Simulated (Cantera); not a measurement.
A closed system holds: 1 mol HMDSO, 0.14 mol CO2, 1.2 mol N2, held at 32.0 mbar.

Cantera equilibrium calculation (NASA polynomials, part measured and part estimated; ideal gas, pure solids and liquids). Candidate condensed phases: C, C6H6, C7H8, C8H18, H2O, Si, SiC, SiO2, Si2N2O, Si3N4; 151 gas species. The feed counts by its element totals alone. N2 is the only nitrogen source here; it is nearly inert below about 1500 K, so the nitride shown seldom forms there in practice. Rates play no part. All values below are at 575 °C.

Base state: H2 0.949, N2 0.0321, CH4 0.0185, CO 2.56e-5, NH3 1.00e-5 (mole fractions); condensed: C(graphite) + SiO2(β-quartz) + Si2N2O(s).

Q: What changes in the equilibrium state with this change: N2 from 1.2 to 4.9 mol?

A: 
| species | before | after |
|---|---|---|
| H2 | 0.949 | 0.680 |
| N2 | 0.0321 | 0.310 |
| CH4 | 0.0185 | 0.00949 |
| CO | 2.56e-5 | 5.44e-5 |
| NH3 | 1.00e-5 | 1.89e-5 |
| C(graphite), mol | 5.97 | 6.02 |
| SiO2(β-quartz), mol | 0.186 | 0.186 |
| Si2N2O(s), mol | 0.907 | 0.907 |
